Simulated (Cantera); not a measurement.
## Equilibrium for boron, boron nitride and boron oxide: B + H2O + N2

Charge: 1 mol B, a varied amount of H2O, 89 mol N2, held at 1998 K and 1.00 Torr.

These are equilibrium values from Cantera (NASA tables, ideal gas, pure condensed phases), not measurements of a reactor. Candidate condensed phases: B, BN, B2O3, B3O3H3, H2O; 39 gas species. The numbers say what is thermodynamically allowed, not how fast it happens.

```json
[
 {"n(H2O) (mol)": "0.1", "x N2": "0.997", "x H2O": "1.93e-10", "x H2": "0.000578", "x HBO2": "2.43e-9", "x BO": "0.00107", "x H": "0.00106", "x B2O3": "3.18e-9", "n BN(s)": "0.897"},
 {"n(H2O) (mol)": "0.16", "x N2": "0.996", "x H2O": "5.46e-10", "x H2": "0.00105", "x HBO2": "8.00e-9", "x BO": "0.00167", "x H": "0.00142", "x B2O3": "1.22e-8", "n BN(s)": "0.837"},
 {"n(H2O) (mol)": "0.26", "x N2": "0.993", "x H2O": "1.54e-9", "x H2": "0.00187", "x HBO2": "2.66e-8", "x BO": "0.00263", "x H": "0.00190", "x B2O3": "4.77e-8", "n BN(s)": "0.736"},
 {"n(H2O) (mol)": "0.42", "x N2": "0.990", "x H2O": "4.13e-9", "x H2": "0.00325", "x HBO2": "8.40e-8", "x BO": "0.00408", "x H": "0.00250", "x B2O3": "1.78e-7", "n BN(s)": "0.576"},
 {"n(H2O) (mol)": "0.67", "x N2": "0.984", "x H2O": "1.04e-8", "x H2": "0.00544", "x HBO2": "2.48e-7", "x BO": "0.00617", "x H": "0.00324", "x B2O3": "6.12e-7", "n BN(s)": "0.325"},
 {"n(H2O) (mol)": "1.1", "x N2": "0.977", "x H2O": "1.51e-5", "x H2": "0.00923", "x HBO2": "0.000327", "x BO": "0.00733", "x H": "0.00422", "x B2O3": "0.000737", "n BN(s)": "0"},
 {"n(H2O) (mol)": "1.7", "x N2": "0.972", "x H2O": "0.000948", "x H2": "0.0128", "x HBO2": "0.00436", "x BO": "0.00183", "x H": "0.00497", "x B2O3": "0.00208", "n BN(s)": "0"},
 {"n(H2O) (mol)": "2.7", "x N2": "0.962", "x H2O": "0.00838", "x H2": "0.0139", "x HBO2": "0.00826", "x BO": "0.000410", "x H": "0.00518", "x B2O3": "0.000848", "n BN(s)": "0"},
 {"n(H2O) (mol)": "4.4", "x N2": "0.944", "x H2O": "0.0243", "x H2": "0.0146", "x HBO2": "0.00927", "x BO": "0.000162", "x H": "0.00531", "x B2O3": "0.000368", "n BN(s)": "0"},
 {"n(H2O) (mol)": "7", "x N2": "0.917", "x H2O": "0.0482", "x H2": "0.0157", "x HBO2": "0.00943", "x BO": "8.64e-5", "x H": "0.00550", "x B2O3": "0.000192", "n BN(s)": "0"}
]
```
x: gas mole fraction; n: condensed amount in mol.

From 0.1 mol H2O to 0.67 mol H2O the condensed part is BN(s). From 1.1 mol H2O to 7 mol H2O nothing is condensed. The main B-bearing gas is BO at 0.1 mol H2O and HBO2 at 7 mol H2O.
